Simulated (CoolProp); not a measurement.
Methanol along the isotherm 620 K: fugacity coefficient from the reference equation and from simpler models built on Tc = 513.4 K, pc = 8.216 MPa, ω = 0.565; each cubic takes its own stable root.

Computed with CoolProp (reference Helmholtz-energy equation of state, de Reuck 1993).

| p (MPa) | phase | reference |
|---|---|---|
| 1.03 | gas | 0.9795 |
| 2.05 | gas | 0.9591 |
| 3.08 | gas | 0.9387 |
| 4.11 | gas | 0.9184 |
| 5.13 | gas | 0.8986 |
| 6.16 | gas | 0.8790 |
| 7.19 | gas | 0.8598 |
| 8.22 | supercritical | 0.8411 |
| 9.24 | supercritical | 0.8230 |
| 10.3 | supercritical | 0.8047 |
| 11.3 | supercritical | 0.7878 |
| 12.3 | supercritical | 0.7713 |

Q: How far does each simpler model (van der Waals, Redlich-Kwong, Soave-Redlich-Kwong, Peng-Robinson) lie from the reference over these 12 states: mean and median of the absolute difference, and the worst?

A: 
- van der Waals: mean 2.3 %, median 2.0 %, worst -5.2 % at 620 K and 12.3 MPa
- Redlich-Kwong: mean 2.4 %, median 2.3 %, worst -4.7 % at 620 K and 12.3 MPa
- Soave-Redlich-Kwong: mean 1.9 %, median 1.8 %, worst +3.8 % at 620 K and 12.3 MPa
- Peng-Robinson: mean 0.5 %, median 0.5 %, worst -0.6 % at 620 K and 7.19 MPa
